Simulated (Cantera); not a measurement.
Charge: 1 mol Fe2O3, 130 mol H2, at 1675 K and 1.70 bar.

Cantera equilibrium calculation (NASA polynomials, part measured and part estimated; ideal gas, pure solids and liquids). Candidate condensed phases: Fe, FeO, Fe(OH)2, Fe(OH)3, Fe2O3, Fe3O4, H2O; 12 gas species. Kinetics and transport are ignored.

**Question.** What is the equilibrium state?

**Answer.** 
```
Quantity       Result
----------  ---------
x(H2)           0.977
x(H2O)         0.0231
x(H)          8.80e-5
x(Fe)         2.44e-6
n(Fe(δ))     2.00 mol
gas amount  130.0 mol
```
